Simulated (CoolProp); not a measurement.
A closed Brayton cycle with carbon dioxide: compressor inlet 312.15 K and 9.1 MPa, high pressure 19.9 MPa, turbine inlet 740 K, compressor efficiency 0.89, turbine efficiency 0.93, recuperator effectiveness 0.9 (on enthalpy, no pinch check). Each further row changes one setting.

The numbers come from the reference Helmholtz-energy equation of state, Span 1996 in CoolProp.

```tsv
case	thermal efficiency (%)	net work (kJ/kg)	compressor to turbine work	compressor exit (K)	turbine exit (K)
as stated	30.8	75.8	0.20	341.6	648.7
turbine inlet 690 K	___	___	0.22	341.6	602.2
compressor inlet 322.15 K	30.8	63.8	___	___	648.7
high pressure 16.9 MPa	___	62.1	___	335.2	___
recuperator effectiveness 0.5	19.1	75.8	0.20	341.6	648.7
```

Q: Fill in the missing entries.

A: 
- turbine inlet 690 K, thermal efficiency (%): 29.2
- turbine inlet 690 K, net work (kJ/kg): 68.2
- compressor inlet 322.15 K, compressor to turbine work: 0.33
- compressor inlet 322.15 K, compressor exit (K): 378.3
- high pressure 16.9 MPa, thermal efficiency (%): 27.9
- high pressure 16.9 MPa, compressor to turbine work: 0.19
- high pressure 16.9 MPa, turbine exit (K): 667.5
